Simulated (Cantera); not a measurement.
A Cantera script and what it prints.

```python
import numpy as np
import cantera as ct

gas_names = [...]  # 113 gases of nasa_gas.yaml made of C, H, O, Ti
cond_names = """
    C(gr) C6H6(L) C7H8(L) C8H18(L),n-octa H2O(s) H2O(L) Ti(a) Ti(b) Ti(L) TiC(s) TiC(L) TiO(a) TiO(b)
    TiO(L) TiO2(ru) TiO2(L) Ti2O3(a) Ti2O3(b) Ti2O3(L) Ti3O5(a) Ti3O5(b) Ti3O5(L) Ti4O7(s) Ti4O7(L)
""".split()


# ... load() reads the species with a 1 bar reference pressure and builds the phases ...
atoms = {
    'Ti(OiPr)4': {'Ti': 1, 'C': 12, 'H': 28, 'O': 4},
    'CH4': {'C': 1, 'H': 4},
}
top_T = {'C(gr)': 4500}  # K; cautious upper limits of use, not melting points


# ... equilibrate(T, P, feed) seeds the gas with the atoms and calls Mixture.equilibrate('TP', solver="vcs", rtol=1e-11, max_steps=5000) ...
results = []
T = 1323.15  # K
P = 100000  # Pa
for m in [0.23, 0.31, 0.42, 0.58, 0.79, 1.1, 1.5, 2, 2.8, 3.8, 5.2, 7.1]:
    feed = {'Ti(OiPr)4': 1, 'CH4': m}  # mol
    mix = equilibrate(T, P, feed)
    results.append((T, P, feed, dict(zip(mix.species_names, mix.species_moles))))

top = {s: max(r[3][s] / sum(r[3][g] for g in gas_names) for r in results) for s in gas_names}
cols = sorted((s for s in top if top[s] > 0.001), key=lambda s: -top[s])[:7]
seen = [c for c in cond_names if any(r[3].get(c, 0) > 1e-12 for r in results)]
print("log10 of partial pressures in bar; condensed amounts in mol")
print(f"{'n(CH4)':>10s}" + "".join(f"{s[:9]:>10s}" for s in cols + seen))
for T, P, feed, n in results:
    ng = sum(n[g] for g in gas_names)
    print(f"{feed['CH4']:10.4g}" + "".join(f"{np.log10(max(n[s] / ng * P / 1e5, 1e-99)):10.3f}" for s in cols)
          + "".join(f"{n.get(c, 0):10.4g}" for c in seen))
```

Output:

```
log10 of partial pressures in bar; condensed amounts in mol
    n(CH4)        H2        CO       CH4     C(gr)  Ti3O5(b)  Ti4O7(s)
      0.23    -0.066    -0.871    -2.299     9.912         0      0.25
      0.31    -0.065    -0.876    -2.298     9.991         0      0.25
      0.42    -0.064    -0.881    -2.296      10.1         0      0.25
      0.58    -0.063    -0.889    -2.294     10.26         0      0.25
      0.79    -0.061    -0.900    -2.291     10.46         0      0.25
       1.1    -0.059    -0.914    -2.287     10.77         0      0.25
       1.5    -0.057    -0.933    -2.282     11.17         0      0.25
         2    -0.054    -0.955    -2.276     11.66         0      0.25
       2.8    -0.051    -0.977    -2.271     12.39    0.2494   0.06297
       3.8    -0.047    -1.012    -2.263     13.35    0.3333         0
       5.2    -0.043    -1.060    -2.253     14.73    0.3333         0
       7.1    -0.037    -1.117    -2.243     16.61    0.3333         0
```

Cantera equilibrium calculation (NASA polynomials, part measured and part estimated; ideal gas, pure solids and liquids). The feed counts by its element totals alone. Mutual solubility and eutectic melting of coexisting phases are not modelled. Condensed phases not in the tables: Magnéli phases beyond Ti4O7.
